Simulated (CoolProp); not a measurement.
Vapour-liquid equilibrium of n-hexane (1) + toluene (2) at 404.6 K; x and y are mole fractions of (1).

Values from CoolProp's multi-fluid Helmholtz-energy mixture model, Thol 2019 and Lemmon 2006; pair parameters Bell 2016.

Problem. Give the bubble pressure and the first vapour's composition at x = 0.2, 0.5, 0.8. Is there an azeotrope?

Solution. x = 0.2: 2.662 bar, y = 0.442; x = 0.5: 3.683 bar, y = 0.719; x = 0.8: 4.569 bar, y = 0.894. No azeotrope shows between x = 0.05 and 0.95.

Pair parameters are fitted to limited data, so mixtures are less certain than the pure fluids.
